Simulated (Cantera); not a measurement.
Cantera run, input and output.

```python
import numpy as np
import cantera as ct

gas = ct.Solution("gri30.yaml")
gas.TPX = 1225, 17000, {'C2H6': 1, 'N2': 77, 'H2O': 5.4}
inlet = ct.Reservoir(gas, clone=True)

reactor = ct.IdealGasConstPressureReactor(gas, energy="off", clone=False)
exhaust = ct.Reservoir(gas, clone=True)
tau = [7, 2.3, 0.74, 0.24, 0.079, 0.026, 0.0084, 0.0027, 0.00089, 0.00029][0]
for a, b in ((inlet, reactor), (reactor, exhaust)):
    ct.MassFlowController(a, b, mdot=lambda t: reactor.mass / tau)
net = ct.ReactorNet([reactor])
show = ['C2H6', 'CH2', 'C2H', 'CH4', 'C2H2']

rows = []
print(f"{'tau/s':>10s}{'T/K':>9s}" + "".join(f"{s:>11s}" for s in show))
for tau in [7, 2.3, 0.74, 0.24, 0.079, 0.026, 0.0084, 0.0027, 0.00089, 0.00029]:
    net.initial_time = 0.0
    net.advance(30 * tau)
    before = gas.X
    net.advance(40 * tau)
    drift = np.max(np.abs(gas.X - before) / (gas.X + 1e-9))
    rows.append([gas.T, *gas[show].X, drift])
    print(f"{tau:10.3e}{gas.T:9.1f}" + "".join(f"{x:11.3e}" for x in gas[show].X))
```

Result:

```
     tau/s      T/K       C2H6        CH2        C2H        CH4       C2H2
 7.000e+00   1225.0  1.120e-04  2.097e-10  2.281e-10  1.734e-03  9.583e-03
 2.300e+00   1225.0  2.419e-04  4.189e-10  3.055e-10  1.624e-03  8.874e-03
 7.400e-01   1225.0  5.662e-04  8.515e-10  3.436e-10  1.589e-03  7.291e-03
 2.400e-01   1225.0  1.386e-03  1.683e-09  2.848e-10  1.470e-03  4.762e-03
 7.900e-02   1225.0  3.359e-03  2.908e-09  1.365e-10  1.103e-03  2.054e-03
 2.600e-02   1225.0  6.865e-03  3.743e-09  2.924e-11  5.503e-04  4.652e-04
 8.400e-03   1225.0  9.982e-03  3.467e-09  3.023e-12  1.791e-04  5.504e-05
 2.700e-03   1225.0  1.142e-02  2.109e-09  1.616e-13  4.310e-05  3.830e-06
 8.900e-04   1225.0  1.189e-02  5.739e-10  2.343e-15  7.282e-06  1.093e-07
 2.900e-04   1225.0  1.198e-02  6.086e-11  3.045e-18  9.517e-07  5.781e-10
```

Detailed kinetics in Cantera: GRI-Mech 3.0 (53 species, 325 reactions).
